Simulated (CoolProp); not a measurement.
A single-stage vapour-compression cycle with R115: evaporating at 204.15 K (dew point), condensing at 260.15 K (bubble point), superheat 5 K, subcooling 0 K, compressor efficiency 0.75, no pressure losses. Each further row changes one setting.

Values from CoolProp's reference Helmholtz-energy equation of state, Lemmon 2016.

| case | cooling COP | pressure ratio | discharge temperature (K) | refrigerating effect (kJ/kg) | volumetric capacity (kJ/m³) |
|---|---|---|---|---|---|
| as stated | 2.04 | 13.5 | 280.1 | 86.5 | 165 |
| evaporating temperature 209.15 K | 2.37 | 9.98 | 277.6 | [?] | [?] |
| condensing temperature 255.15 K | 2.33 | [?] | 274.9 | 91.4 | 175 |
| subcooling 5 K | 2.16 | 13.5 | 280.1 | 91.4 | 175 |
| superheat 15 K | 2.08 | 13.5 | 291.3 | 92.5 | 169 |
| compressor efficiency 0.65 | [?] | 13.5 | 289.1 | 86.5 | 165 |

Complete the blanks.


- evaporating temperature 209.15 K, refrigerating effect (kJ/kg): 89.3
- evaporating temperature 209.15 K, volumetric capacity (kJ/m³): 226
- condensing temperature 255.15 K, pressure ratio: 11.2
- compressor efficiency 0.65, cooling COP: 1.77
